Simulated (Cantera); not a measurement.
Input (Python, Cantera) and output of one run.

```python
import numpy as np
import cantera as ct

gas_names = """
    Br Br2 H HBr H2 Si SiBr SiBr2 SiBr3 SiBr4 SiH SiHBr3 SiH2 SiH2Br2 SiH3 SiH3Br SiH4 Si2 Si3
""".split()
cond_names = """
    Br2(cr) Br2(L) Si(cr) Si(L)
""".split()


# ... load() reads the species with a 1 bar reference pressure and builds the phases ...
atoms = {
    'Si': {'Si': 1},
    'HBr': {'H': 1, 'Br': 1},
}
top_T = {}  # K; cautious upper limits of use, not melting points


# ... equilibrate(T, P, feed) seeds the gas with the atoms and calls Mixture.equilibrate('TP', solver="vcs", rtol=1e-11, max_steps=5000) ...
results = []
T = 1023  # K
P = 8  # Pa
for m in [3.1, 6.9, 11, 14, 18, 22, 26, 29]:
    feed = {'Si': 1, 'HBr': m}  # mol
    mix = equilibrate(T, P, feed)
    results.append((T, P, feed, dict(zip(mix.species_names, mix.species_moles))))

top = {s: max(r[3][s] / sum(r[3][g] for g in gas_names) for r in results) for s in gas_names}
cols = sorted((s for s in top if top[s] > 0.0001), key=lambda s: -top[s])[:9]
seen = [c for c in cond_names if any(r[3].get(c, 0) > 1e-12 for r in results)]
print("log10 of partial pressures in bar; condensed amounts in mol")
print(f"{'n(HBr)':>10s}" + "".join(f"{s[:9]:>10s}" for s in cols + seen))
for T, P, feed, n in results:
    ng = sum(n[g] for g in gas_names)
    print(f"{feed['HBr']:10.4g}" + "".join(f"{np.log10(max(n[s] / ng * P / 1e5, 1e-99)):10.3f}" for s in cols)
          + "".join(f"{n.get(c, 0):10.4g}" for c in seen))
```

It prints:

```
log10 of partial pressures in bar; condensed amounts in mol
    n(HBr)       HBr        H2     SiBr4     SiBr2     SiBr3        Br    SiHBr3    Si(cr)
       3.1    -4.746    -4.421    -4.871    -5.013    -6.100    -7.772    -6.853    0.2054
       6.9    -4.386    -4.594    -4.922    -5.959    -6.599    -7.325    -7.438         0
        11    -4.250    -4.804    -5.117    -6.636    -7.035    -7.084    -7.979         0
        14    -4.211    -4.914    -5.225    -6.933    -7.237    -6.989    -8.236         0
        18    -4.182    -5.028    -5.338    -7.216    -7.435    -6.904    -8.491         0
        22    -4.165    -5.118    -5.427    -7.430    -7.586    -6.842    -8.688         0
        26    -4.154    -5.191    -5.502    -7.600    -7.709    -6.794    -8.847         0
        29    -4.147    -5.239    -5.550    -7.709    -7.788    -6.764    -8.950         0
```

Cantera equilibrium calculation (NASA polynomials, part measured and part estimated; ideal gas, pure solids and liquids). The tables' values for SiBr3 are old estimates; treat these amounts as uncertain.
